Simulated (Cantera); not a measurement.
Input: 1 mol CS₂, 0.013 mol SO₂, 18 mol H₂, equilibrated at 1.33 mbar.

Equilibrium computed with Cantera from the NASA thermochemical tables; the gas is ideal and each condensed phase is pure. Candidate condensed phases: C, C₆H₆, C₇H₈, C₈H₁₈, H₂O, H₂SO₄, S; 123 gas species. The numbers say what is thermodynamically allowed, not how fast it happens. All values below are at 2727 °C.

Base state: H 0.900, H₂ 0.0433, S 0.0295, CS 0.0253, C 0.00125, CO 0.000712, SH 0.000276, C₂ 2.57e-5 (mole fractions); condensed: gas only.

**Question.** What changes in the equilibrium state with this change: pressure from 1.33 mbar to 0.110 bar?

**Answer.** 
```json
[
 {"species": "H₂", "before": "0.0433", "after": "0.561"},
 {"species": "H", "before": "0.900", "after": "0.357"},
 {"species": "CS", "before": "0.0253", "after": "0.0398"},
 {"species": "S", "before": "0.0295", "after": "0.0300"},
 {"species": "H₂S", "before": "6.50e-7", "after": "0.000706"},
 {"species": "CS₂", "before": "1.96e-6", "after": "0.000258"},
 {"species": "S₂", "before": "1.81e-5", "after": "0.00155"},
 {"species": "C", "before": "0.00125", "after": "2.34e-5"},
 {"species": "C₂", "before": "2.57e-5", "after": "7.46e-7"}
]
```
